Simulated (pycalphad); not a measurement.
All values are pycalphad results on the COST 507 light-alloy database (1999) (1 atm), not direct measurements. The database dates from 1999; later assessments differ in places, in temperatures and in the compounds included. Phase fractions are per mole of atoms.

Alloy Hf-3.09B (at.%). At 2400 K the liquid holds 5.7 and the bcc solid 0.281 at.% B; the final invariant liquid holds 15 at.%.

Question: Use the Scheil equation x_L = x₀ f_L^(k−1) with a constant partition coefficient to estimate the liquid left at the invariant point, and compare with a stepwise Scheil-Gulliver run on the full database.

Answer: k = 0.049, so f_L = (15/3.09)^(1/(k − 1)) ≈ 0.19. The stepwise run (steps of 4 K), in which k changes along the path, leaves 0.19 at 2154 K.
